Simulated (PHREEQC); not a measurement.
Solution (43 °C): 0.048 mol NaOH, 0.012 mol NaAlO2 and 0.0083 mol K2CO3 per kg of water. Closed to the air; pH follows from the charge balance.

The numbers come from PHREEQC with the ion-association model, wateq4f.dat.

```
quantity                   before    after
------------------------  -------  -------
pH                          12.03    11.76
CO3-2 (mol/kgw)           0.00416  0.00255
NaCO3- (mol/kgw)          0.00411  0.00155
HCO3- (mol/kgw)           3.16e-5  4.22e-5
SI of Gibbsite (Al(OH)3)    -0.30    -0.31
SI of Boehmite (AlOOH)      -0.55    -0.56
```

Problem. Which change was made?
A) NaOH from 0.048 to 0.072 mol/kgw
B) temperature from 43 to 30 °C
C) diluted 2-fold with water
D) NaOH from 0.048 to 0.024 mol/kgw
E) 0.00081 mol/kgw NaHCO3 added

Solution. C, diluted 2-fold with water

This is a speciation only: nothing precipitates in the calculation. At this temperature some constants are extrapolated from 25 °C, and those without enthalpy data are left unchanged.
